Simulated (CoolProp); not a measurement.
Vapour pressure (kPa) of c-C4F8 (RC318): the reference equation beside estimates from Tc = 115.2 °C, pc = 2778 kPa, ω = 0.355.

The numbers come from the reference Helmholtz-energy equation of state, Platzer 1990 in CoolProp. This equation is an older, rougher fit; its heat capacities, sound speeds and derivatives of the liquid may be far off and weren't checked against measurements.

```tsv
T (°C)	reference	Lee-Kesler	Redlich-Kwong
-25.75	41.27	41.12	103.8
-22.45	48.52	48.37	117.8
-19.25	56.49	56.35	132.7
-15.95	65.76	65.65	149.4
-12.75	75.87	75.78	167.0
-9.45	…	87.48	…
-6.25	100.2	100.1	207.5
-2.95	…	114.7	230.6
0.25	130.2	130.3	254.7
```

Problem. What belongs in the gaps?

Solution. 
- -9.45, reference: 87.55
- -9.45, Redlich-Kwong: 186.8
- -2.95, reference: 114.6

Absolute difference from the reference over all 9 rows, mean and median: Lee-Kesler 0.2 and 0.1 %, Redlich-Kwong 121.5 and 120.1 %.
